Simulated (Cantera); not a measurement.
A perfectly stirred reactor is fed with H2 : O2 = 0.13 : 1 (molar parts), equivalence ratio 0.065, at 1.88 Torr; it is held at 1200 K, and followed from long to short residence time.

Cantera simulation using the H2/O2 subset of GRI-Mech 3.0, which has no nitrogen chemistry; the numbers are that mechanism's predictions, not measurements. Radical loss at walls, strong at low pressure, is not modelled. The temperature is held fixed by assumption; the heat of reaction is taken as removed at once.

Question: Predict: x(H2) at τ = 4.80 s; x(O2) at τ = 4.80 s; x(OH) at τ = 4.80 s; x(H2O) at τ = 4.80 s; x(HO2) at τ = 4.80 s; x(H2) at τ = 72.0 ms; x(O2) at τ = 72.0 ms; x(OH) at τ = 72.0 ms; x(H2O) at τ = 72.0 ms; x(HO2) at τ = 72.0 ms.

Answer: 
| Property | Result |
|---|---|
| x(H2) at τ = 4.80 s | 0.000776 |
| x(O2) at τ = 4.80 s | 0.866 |
| x(OH) at τ = 4.80 s | 0.00305 |
| x(H2O) at τ = 4.80 s | 0.118 |
| x(HO2) at τ = 4.80 s | 9.05e-7 |
| x(H2) at τ = 72.0 ms | 0.00490 |
| x(O2) at τ = 72.0 ms | 0.817 |
| x(OH) at τ = 72.0 ms | 0.00686 |
| x(H2O) at τ = 72.0 ms | 0.0941 |
| x(HO2) at τ = 72.0 ms | 1.18e-6 |
